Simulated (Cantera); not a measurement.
A freely propagating, adiabatic, planar premixed flame of 38.7 % H₂, 12.9 % O₂, 48.4 % N₂, equivalence ratio 1.5, unburnt at 475 K and 0.210 bar; multicomponent+Soret transport, grid criteria slope 0.08 and curve 0.16, no radiation.

Computed with Cantera and the H2/O2 subset of GRI-Mech 3.0, which has no nitrogen chemistry. Burning velocities carry a grid error of a few per cent, more on coarse grids.

Problem. Predict: laminar burning velocity; thermal thickness; peak x(O); peak x(H); peak x(OH).

Solution. 
| Item | Value |
|---|---|
| laminar burning velocity | 473 cm/s |
| thermal thickness | 3.13 mm |
| peak x(O) | 0.00773 |
| peak x(H) | 0.110 |
| peak x(OH) | 0.0103 |
